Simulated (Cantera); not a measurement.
Input (Python, Cantera) and output of one run.

```python
import numpy as np
import cantera as ct

gas_names = [...]  # 123 gases of nasa_gas.yaml made of C, H, O, Si
cond_names = """
    C(gr) C6H6(L) C7H8(L) C8H18(L),n-octa H2O(s) H2O(L) Si(cr) Si(L) SiC(b) SiO2(Lqz) SiO2(hqz) SiO2(L)
""".split()


# ... load() reads the species with a 1 bar reference pressure and builds the phases ...
atoms = {
    'SiC': {'Si': 1, 'C': 1},
    'H2O': {'H': 2, 'O': 1},
    'H2': {'H': 2},
}
top_T = {'C(gr)': 4500, 'SiC(b)': 3050}  # K; cautious upper limits of use, not melting points


# ... equilibrate(T, P, feed) seeds the gas with the atoms and calls Mixture.equilibrate('TP', solver="vcs", rtol=1e-11, max_steps=5000) ...
results = []
feed = {'SiC': 1, 'H2O': 0.051, 'H2': 25}  # mol
P = 0.11  # Pa
for T in [1573, 1648, 1723, 1798, 1873, 1948, 2023, 2098, 2173]:
    mix = equilibrate(T, P, feed)
    results.append((T, P, feed, dict(zip(mix.species_names, mix.species_moles))))
    x = sorted(zip(gas.X, gas.species_names), reverse=True)
    print(f"T = {T:g} K  P = {P:g} Pa  gas = {mix.phase_moles(0):.4g} mol")
    print("   x: " + "  ".join(f"{s} {v:.3e}" for v, s in x if v > 1e-06))
    print("   condensed (mol): " + ("  ".join(f"{mix.phase(i).name} {mix.phase_moles(i):.4g}"
          for i in range(1, mix.n_phases) if mix.phase_moles(i) > 1e-12) or "none"))
```

It prints:

```
T = 1573 K  P = 0.11 Pa  gas = 25.64 mol
   x: H2 9.582e-01  H 3.795e-02  CO 1.915e-03  Si 1.835e-03  SiO 7.397e-05  Si2C 4.824e-06  SiH 4.535e-06  C2H2,acetylene 1.344e-06
   condensed (mol): SiC(b) 0.9507
T = 1648 K  P = 0.11 Pa  gas = 26.24 mol
   x: H2 9.139e-01  H 8.117e-02  Si 2.889e-03  CO 1.937e-03  C2H2,acetylene 4.088e-05  SiC2 1.591e-05  Si2C 1.261e-05  SiO 6.663e-06  SiH 5.328e-06
   condensed (mol): C(gr) 0.02308  SiC(b) 0.9228
T = 1723 K  P = 0.11 Pa  gas = 27.71 mol
   x: H2 8.250e-01  H 1.579e-01  Si 1.490e-02  CO 1.832e-03  SiC2 1.357e-04  Si2C 1.030e-04  C2H2,acetylene 7.466e-05  SiH 2.041e-05  SiO 8.073e-06  Si2 1.176e-06
   condensed (mol): C(gr) 0.3579  SiC(b) 0.5768
T = 1798 K  P = 0.11 Pa  gas = 30.31 mol
   x: H2 6.871e-01  H 2.783e-01  Si 3.216e-02  CO 1.678e-03  SiC2 4.634e-04  Si2C 1.624e-04  C2H2,acetylene 1.185e-04  SiH 3.208e-05  SiO 4.454e-06  Si2 2.215e-06
   condensed (mol): C(gr) 0.9089
T = 1873 K  P = 0.11 Pa  gas = 33.57 mol
   x: H2 5.234e-01  H 4.452e-01  Si 2.903e-02  CO 1.518e-03  SiC2 6.367e-04  C2H2,acetylene 1.633e-04  Si2C 4.877e-05  SiH 2.052e-05  C2H 1.638e-06  C 1.488e-06  SiO 1.125e-06
   condensed (mol): C(gr) 0.8934
T = 1948 K  P = 0.11 Pa  gas = 38.11 mol
   x: H 6.301e-01  H2 3.421e-01  Si 2.538e-02  CO 1.338e-03  SiC2 8.187e-04  C2H2,acetylene 1.844e-04  Si2C 1.482e-05  SiH 1.197e-05  C 8.758e-06  C3 6.757e-06  C2H 5.302e-06
   condensed (mol): C(gr) 0.8704
T = 2023 K  P = 0.11 Pa  gas = 43.03 mol
   x: H 7.866e-01  H2 1.887e-01  Si 2.220e-02  CO 1.185e-03  SiC2 1.022e-03  C2H2,acetylene 1.686e-04  C 4.517e-05  C3 4.411e-05  C2H 1.421e-05  SiH 6.506e-06  Si2C 4.821e-06  C2 3.744e-06
   condensed (mol): C(gr) 0.8371
T = 2098 K  P = 0.11 Pa  gas = 46.89 mol
   x: H 8.858e-01  H2 9.114e-02  Si 2.004e-02  SiC2 1.280e-03  CO 1.088e-03  C3 2.509e-04  C 2.070e-04  C2H2,acetylene 1.301e-04  C2H 3.250e-05  C2 2.155e-05  SiH 3.457e-06  Si2C 1.773e-06
   condensed (mol): C(gr) 0.7665
T = 2173 K  P = 0.11 Pa  gas = 49.23 mol
   x: H 9.350e-01  H2 4.130e-02  Si 1.869e-02  SiC2 1.619e-03  C3 1.262e-03  CO 1.036e-03  C 8.538e-04  C2 1.097e-04  C2H2,acetylene 9.113e-05  C2H 6.623e-05  SiH 1.859e-06  SiC 1.254e-06
   condensed (mol): C(gr) 0.5345
```

Equilibrium computed with Cantera from the NASA thermochemical tables; the gas is ideal and each condensed phase is pure.
